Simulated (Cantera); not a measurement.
Input: 1 mol Si3N4, 1.4 mol H2O, 560 mol H2, equilibrated at 1302 °C and 1.00 Torr.

Cantera equilibrium calculation (NASA polynomials, part measured and part estimated; ideal gas, pure solids and liquids). Candidate condensed phases: H2O, Si, SiO2, Si2N2O, Si3N4; 35 gas species. Rates play no part.

### Question
What is the equilibrium state?

### Answer
- x(H2): 0.993
- x(N2): 0.00354
- x(SiO): 0.00248
- x(H): 0.00113
- x(Si): 4.31e-5
- x(SiH): 3.74e-6
- x(SiH2): 3.73e-6
- n(Si(s)): 1.57 mol
- gas amount: 565.1 mol
